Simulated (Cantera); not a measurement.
An isothermal, constant-pressure homogeneous reactor starts with 28.8 % CH₄, 19.3 % CO₂, 51.9 % H₂, at 2100 K and 21000 Torr.

Model: GRI-Mech 3.0 (53 species, 325 reactions), integrated in Cantera. The pressure lies above the range GRI-Mech 3.0 was tuned for (to about 10 atm).

x: mole fraction; the columns are a selection and need not sum to one.

| t (s) | x CH₄ | x CO₂ | x H₂ | x H₂O | x O₂ |
|---|---|---|---|---|---|
| 0.000600 | 0.0339 | 0.00657 | 0.595 | 0.106 | 2.52e-10 |
| 0.00270 | (withheld) | (withheld) | 0.645 | (withheld) | 5.34e-11 |
| 0.0121 | 0.0216 | (withheld) | 0.683 | (withheld) | 1.42e-12 |
| 0.0545 | 0.0201 | 8.62e-6 | 0.690 | 0.000110 | <1e-12 |
| 0.245 | 0.0201 | 6.77e-6 | 0.690 | 8.66e-5 | <1e-12 |
| 1.10 | 0.0201 | 6.77e-6 | 0.690 | 8.66e-5 | <1e-12 |
| 4.95 | 0.0201 | 6.77e-6 | 0.690 | 8.66e-5 | <1e-12 |
| 22.2 | 0.0201 | 6.77e-6 | 0.690 | 8.66e-5 | <1e-12 |
| 100 | 0.0201 | 6.77e-6 | 0.690 | 8.66e-5 | <1e-12 |

Problem. Fill in the missing entries.

Solution. 
- 0.00270, x CH₄: 0.0278
- 0.00270, x CO₂: 0.00354
- 0.00270, x H₂O: 0.0496
- 0.0121, x CO₂: 0.000621
- 0.0121, x H₂O: 0.00803
